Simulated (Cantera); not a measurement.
## Adiabatic ignition

An adiabatic, constant-pressure homogeneous reactor starts with CO : H2 : O2 : N2 : H2O = 1 : 0.16 : 0.322 : 1.21 : 0.67 (molar parts), at 1173 K and 1.50 bar.

Detailed kinetics in Cantera: GRI-Mech 3.0 (53 species, 325 reactions).

```
t (s)     T (K)   x CO    x H2      x O2     x NO2     x N2O       x O    x CO2
--------  -----  -----  ------  --------  --------  --------  --------  -------
2.00e-6    1173  0.297  0.0476    0.0958    <1e-12    <1e-12   2.06e-9  3.21e-9
5.70e-6    1173  0.297  0.0476    0.0958    <1e-12    <1e-12   5.10e-9  1.31e-8
1.62e-5    1173  0.297  0.0476    0.0958    <1e-12    <1e-12   1.93e-8  9.11e-8
4.62e-5    1173  0.297  0.0476    0.0958    <1e-12  2.19e-12   3.37e-7  2.50e-6
0.000132   1338  0.285  0.0303    0.0797  4.42e-11   1.51e-8   0.00234   0.0157
0.000375   2395  0.145  0.0315   0.00315   4.14e-9   4.92e-8   0.00100    0.181
0.00107    2460  0.142  0.0301   0.00113   7.45e-9   4.40e-8  0.000346    0.185
0.00304    2462  0.142  0.0300   0.00103   1.51e-8   4.36e-8  0.000317    0.185
0.00866    2461  0.142  0.0301   0.00101   3.43e-8   4.43e-8  0.000312    0.185
0.0247     2459  0.143  0.0302  0.000985   6.61e-8   4.75e-8  0.000304    0.185
0.0702     2458  0.143  0.0302  0.000973   7.95e-8   4.96e-8  0.000301    0.184
0.200      2458  0.143  0.0302  0.000972   7.98e-8   4.97e-8  0.000300    0.184
```
x: mole fraction; the columns are a selection and need not sum to one.

```json
{
  "time_of_steepest_temperature_rise": "0.141 ms",
  "temperature at 0.200 s": "2458 K",
  "equilibrium_temperature": "2458 K",
  "x(CO) at 0.200 s": "0.143 (gas-phase equilibrium 0.143)",
  "x(H2) at 0.200 s": "0.0302 (gas-phase equilibrium 0.0302)",
  "x(O2) at 0.200 s": "0.000972 (gas-phase equilibrium 0.000972)"
}
```
